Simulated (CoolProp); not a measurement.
Vapour-liquid equilibrium of R143a (1) + R134a (2) at -69.15 °C; x and y are mole fractions of (1).

Model: multi-fluid Helmholtz-energy mixture model, Lemmon and Jacobsen 2000 and Tillner-Roth 1994; pair parameters Lemmon 2004, in CoolProp.

```tsv
x	bubble pressure, mixture model (MPa)	bubble pressure, Raoult's law (MPa)	y, mixture model	y, Raoult's law
0.05	0.009606	0.009640	0.160	0.163
0.125	0.01130	0.01136	0.341	0.346
0.2	0.01301	0.01309	0.476	0.481
0.275	0.01473	0.01481	0.580	0.584
0.35	0.01647	0.01654	0.663	0.666
0.425	0.01820	0.01826	0.730	0.733
0.5	0.01993	0.01999	0.785	0.788
0.575	0.02167	0.02171	0.832	0.834
0.65	0.02340	0.02344	0.871	0.873
0.725	0.02513	0.02516	0.906	0.907
0.8	0.02686	0.02689	0.935	0.937
0.875	0.02859	0.02861	0.962	0.963
0.95	0.03032	0.03034	0.986	0.986
```

The largest gap from Raoult's law is -0.6 % in bubble pressure, at x = 0.2. No azeotrope shows between x = 0.05 and 0.95.

The pair parameters rest on a limited set of measurements; away from them the model extrapolates.
